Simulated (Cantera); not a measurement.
What does this Cantera script print?

```python
import numpy as np
import cantera as ct

gas = ct.Solution("gri30.yaml")


def delay(T, t_max=10):
    gas.TPX = T, 2600000, {'CH4': 1, 'CO': 0.91, 'O2': 2.05, 'N2': 7.69, 'H2O': 0.37}
    reactor = ct.IdealGasConstPressureReactor(gas, clone=False)
    net = ct.ReactorNet([reactor])
    net.rtol, net.atol = 1e-8, 1e-16
    while net.time < t_max:
        t_old, T_old = net.time, reactor.T
        net.step()
        if reactor.T > T + 400:  # ignition: a rise of 400 K
            return t_old + (T + 400 - T_old) / (reactor.T - T_old) * (net.time - t_old)
    return np.nan


taus = []
for T in [1000, 1050, 1100, 1150, 1200, 1250]:
    taus.append(delay(T))
    print(f"T0 = {T:6g} K   tau = {taus[-1]:.4e} s")
```

It prints:

```
T0 =   1000 K   tau = 1.1824e-01 s
T0 =   1050 K   tau = 4.5457e-02 s
T0 =   1100 K   tau = 1.8876e-02 s
T0 =   1150 K   tau = 8.3940e-03 s
T0 =   1200 K   tau = 3.9668e-03 s
T0 =   1250 K   tau = 1.9784e-03 s
```

Cantera simulation using GRI-Mech 3.0 (53 species, 325 reactions); the numbers are that mechanism's predictions, not measurements. The pressure lies above the range GRI-Mech 3.0 was tuned for (to about 10 atm).
